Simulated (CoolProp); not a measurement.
Vapour-liquid equilibrium of propane (1) + isopentane (2) at 0.732 bar; x and y are mole fractions of (1).

Values from CoolProp's multi-fluid Helmholtz-energy mixture model, Lemmon 2009 and Lemmon 2006; pair parameters Kunz 2012.

```csv
x,bubble temperature (K),y at the bubble point,dew temperature at overall composition x (K),liquid density (mol/L)
0.05,___,___,290.6,8.903
0.2,254.8,0.832,286.3,9.601
0.35,___,0.920,281.4,10.25
0.5,237.2,0.956,275.5,10.93
0.65,232.3,___,268.0,11.67
0.8,___,0.988,___,___
0.95,225.0,0.997,238.5,___
```

Problem. Complete the blanks.

Solution. 
- 0.05, bubble temperature (K): 277.7
- 0.05, y at the bubble point: 0.446
- 0.35, bubble temperature (K): 244.0
- 0.65, y at the bubble point: 0.976
- 0.8, bubble temperature (K): 228.4
- 0.8, dew temperature at overall composition x (K): 257.7
- 0.8, liquid density (mol/L): 12.42
- 0.95, liquid density (mol/L): 13.14

No azeotrope shows between x = 0.05 and 0.95.

The pair parameters rest on a limited set of measurements; away from them the model extrapolates.
